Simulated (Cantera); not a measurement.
A perfectly stirred reactor is fed with CH3OH : O2 : N2 = 0.054 : 0.026 : 1 (molar parts), equivalence ratio 3.1, at 5.72 atm; it is held at 1050 K, and followed from long to short residence time.

Computed with Cantera and GRI-Mech 3.0 (53 species, 325 reactions). GRI-Mech 3.0 was tuned for natural gas; its chemistry of methanol as a main component is partial and can be far from experiment. The temperature is held fixed by assumption; the heat of reaction is taken as removed at once.

x: mole fraction; the columns are a selection and need not sum to one.

```
τ (s)    x CH3OH  x O2    x CO2    x C2H6      x NO    x N2O
------  --------  ----  -------  --------  --------  -------
0.95    0.000403     ?   0.0145   1.86e-9  9.19e-12  6.15e-9
0.57    0.000614     ?   0.0138   1.86e-9  9.60e-12  7.02e-9
0.33    0.000928     ?   0.0130   1.98e-9  9.12e-12  7.48e-9
0.20     0.00132     ?   0.0120   2.13e-9  8.07e-12  7.48e-9
0.12     0.00187     ?   0.0109   2.28e-9  6.74e-12  7.14e-9
0.070    0.00267     ?  0.00972   2.29e-9  5.31e-12  6.53e-9
0.041    0.00379     ?  0.00846   2.04e-9  4.02e-12  5.79e-9
0.024    0.00539     ?  0.00714   1.48e-9  2.83e-12  5.00e-9
0.014    0.00776     ?  0.00576  7.91e-10  1.71e-12  4.21e-9
0.0086    0.0110     ?  0.00443  3.18e-10    <1e-12  3.53e-9
0.0051    0.0164     ?  0.00291  7.91e-11    <1e-12  2.81e-9
```

Task: Complete the blanks.

Result: 
- 0.95, x O2: 0.000229
- 0.57, x O2: 0.000263
- 0.33, x O2: 0.000304
- 0.20, x O2: 0.000350
- 0.12, x O2: 0.000411
- 0.070, x O2: 0.000500
- 0.041, x O2: 0.000635
- 0.024, x O2: 0.000861
- 0.014, x O2: 0.00128
- 0.0086, x O2: 0.00205
- 0.0051, x O2: 0.00388
